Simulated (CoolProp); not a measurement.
R22 along the isobar 18.8 MPa: Z from the reference equation and from simpler models built on Tc = 96.1 °C, pc = 4.990 MPa, ω = 0.221; each cubic takes its own stable root.

Values from CoolProp's reference Helmholtz-energy equation of state, Kamei 1995.

```json
[
 {"T (°C)": "-13.05", "phase": "liquid", "reference": "(withheld)", "Soave-Redlich-Kwong": "0.5950", "Peng-Robinson": "0.5290"},
 {"T (°C)": "6.95", "phase": "liquid", "reference": "0.5282", "Soave-Redlich-Kwong": "0.5748", "Peng-Robinson": "0.5110"},
 {"T (°C)": "26.95", "phase": "liquid", "reference": "0.5150", "Soave-Redlich-Kwong": "0.5611", "Peng-Robinson": "0.4991"},
 {"T (°C)": "46.95", "phase": "liquid", "reference": "0.5066", "Soave-Redlich-Kwong": "(withheld)", "Peng-Robinson": "0.4932"},
 {"T (°C)": "66.95", "phase": "liquid", "reference": "0.5030", "Soave-Redlich-Kwong": "0.5529", "Peng-Robinson": "0.4936"},
 {"T (°C)": "86.95", "phase": "liquid", "reference": "0.5046", "Soave-Redlich-Kwong": "0.5589", "Peng-Robinson": "0.5008"},
 {"T (°C)": "106.95", "phase": "supercritical", "reference": "0.5125", "Soave-Redlich-Kwong": "0.5727", "Peng-Robinson": "0.5159"},
 {"T (°C)": "126.95", "phase": "supercritical", "reference": "0.5280", "Soave-Redlich-Kwong": "0.5952", "Peng-Robinson": "0.5399"},
 {"T (°C)": "146.85", "phase": "supercritical", "reference": "0.5524", "Soave-Redlich-Kwong": "0.6266", "Peng-Robinson": "0.5729"},
 {"T (°C)": "166.85", "phase": "supercritical", "reference": "0.5867", "Soave-Redlich-Kwong": "0.6660", "Peng-Robinson": "(withheld)"},
 {"T (°C)": "186.85", "phase": "supercritical", "reference": "0.6290", "Soave-Redlich-Kwong": "0.7104", "Peng-Robinson": "0.6594"},
 {"T (°C)": "206.85", "phase": "supercritical", "reference": "(withheld)", "Soave-Redlich-Kwong": "0.7557", "Peng-Robinson": "0.7054"},
 {"T (°C)": "226.85", "phase": "supercritical", "reference": "0.7214", "Soave-Redlich-Kwong": "0.7987", "Peng-Robinson": "0.7488"}
]
```

Question: What belongs in the gaps?

Answer: 
- -13.05, reference: 0.5465
- 46.95, Soave-Redlich-Kwong: 0.5538
- 166.85, Peng-Robinson: 0.6139
- 206.85, reference: 0.6754
